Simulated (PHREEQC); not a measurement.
## Acid rinse or clean: speciation

A solution holds 0.16 mol H2SO4, 0.039 mol CuSO4 and 0.00033 mol KCl per kg of water, at 15 °C. Closed to the air; pH follows from the charge balance.

Equilibrium calculation in PHREEQC: ion-association model, phreeqc.dat.

```json
{
 "pH": "0.86",
 "ionic_strength": "0.289 mol/kgw",
 "activity_of_water": "0.993",
 "specific_conductance": "44700 µS/cm",
 "density": "1.015 g/cm³",
 "total_alkalinity": "-320 meq/kg"
}
```

| species | molality | activity | log γ |
|---|---|---|---|
| H+ | 0.173 | 0.136 | -0.104 |
| HSO4- | 0.147 | 0.108 | -0.132 |
| SO4-2 | 0.0388 | 0.0101 | -0.586 |
| Cu+2 | 0.0254 | 0.00759 | -0.525 |
| CuSO4 | 0.0136 | 0.0145 | 0.029 |
| Cl- | 0.000326 | 0.000226 | -0.160 |
| K+ | 0.000313 | 0.000215 | -0.163 |
| KSO4- | 1.75e-5 | 1.27e-5 | -0.138 |
| CuCl+ | 4.00e-6 | 2.78e-6 | -0.158 |

Precipitation was switched off in this run. Species that the database lacks are ignored.
